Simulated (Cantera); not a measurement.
An isothermal plug-flow reactor at 625 K and 100000 Pa (inlet), inlet velocity 0.51 m/s, active area per volume 260 1/m; feed 0.289 % H2, 4.69 % O2, 95.0 % N2, equivalence ratio 0.031.

Model: Deutschmann's 1995 Pt surface mechanism with GRI-Mech 3.0 gas chemistry, integrated in Cantera. Catalytic surfaces can have several steady states; this one follows from the mechanism file's or the stated starting coverage. Mass transfer to the wall is taken as infinitely fast.

**Question.** Predict: x(H2) at z = 0.018 m; x(O2) at z = 0.018 m; x(H2O) at z = 0.018 m; θ(free Pt) at the exit; θ(O*) at the exit; θ(OH*) at the exit.

**Answer.** 
- x(H2) at z = 0.018 m = 8.42e-5
- x(O2) at z = 0.018 m = 0.0456
- x(H2O) at z = 0.018 m = 0.00281
- θ(free Pt) at the exit = 0.00428
- θ(O*) at the exit = 0.995
- θ(OH*) at the exit = 0.00120
